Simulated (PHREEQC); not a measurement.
A PHREEQC speciation (ion-association model, phreeqc.dat) at 25 °C gives pH 0.83 and these molalities:

```json
[
 {"species": "HSO4-", "mol/kgw": "0.285"},
 {"species": "H+", "mol/kgw": "0.195"},
 {"species": "Mn+2", "mol/kgw": "0.131"},
 {"species": "SO4-2", "mol/kgw": "0.0827"},
 {"species": "MnSO4", "mol/kgw": "0.0677"},
 {"species": "Cl-", "mol/kgw": "0.0132"},
 {"species": "Zn+2", "mol/kgw": "0.00390"},
 {"species": "ZnSO4", "mol/kgw": "0.00225"},
 {"species": "MnCl+", "mol/kgw": "0.00153"},
 {"species": "Zn(SO4)2-2", "mol/kgw": "0.00102"},
 {"species": "Na+", "mol/kgw": "0.000343"},
 {"species": "NaSO4-", "mol/kgw": "2.73e-5"},
 {"species": "ZnCl+", "mol/kgw": "2.68e-5"},
 {"species": "MnCl2", "mol/kgw": "3.14e-6"},
 {"species": "ZnCl2", "mol/kgw": "1.25e-7"}
]
```

Task: What are the element totals, and what could have been dissolved in 1 kg of water to give them?

Result: One answer among several that fit: totals Cl 0.0148, Mn(2) 0.200, Na 0.000370, S(6) 0.440, Zn 0.00720 mol/kgw, from 0.2 mol MnSO4, 0.0072 mol ZnCl2, 0.24 mol H2SO4 and 0.00037 mol NaCl per kg of water.

No solid was allowed to form. Species that the database lacks are ignored.
